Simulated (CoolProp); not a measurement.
Acetone along the isotherm 276.85 °C: fugacity coefficient from the reference equation and from simpler models built on Tc = 235.0 °C, pc = 4692 kPa, ω = 0.307; each cubic takes its own stable root.

Values from CoolProp's reference Helmholtz-energy equation of state, Lemmon 2006. It is a short technical equation, of lower accuracy than the large ones.

```csv
p (kPa),phase,reference
22.3,gas,0.9986
32.7,gas,0.9979
48,gas,0.9969
70.4,gas,0.9955
103,gas,0.9934
152,gas,0.9903
223,gas,0.9859
327,gas,0.9793
480,gas,0.9697
704,gas,0.9558
1030,gas,0.9358
1520,gas,0.9062
2230,gas,0.8644
3270,gas,0.8052
4800,supercritical,0.7221
7040,supercritical,0.6071
```

How far does each simpler model (van der Waals, Redlich-Kwong, Soave-Redlich-Kwong) lie from the reference over these 16 states: mean and median of the absolute difference, and the worst?


- van der Waals: mean 1.1 %, median 0.5 %, worst +4.1 % at 276.85 °C and 4800 kPa
- Redlich-Kwong: mean 0.6 %, median 0.2 %, worst +2.2 % at 276.85 °C and 7040 kPa
- Soave-Redlich-Kwong: mean 1.2 %, median 0.4 %, worst +6.1 % at 276.85 °C and 7040 kPa
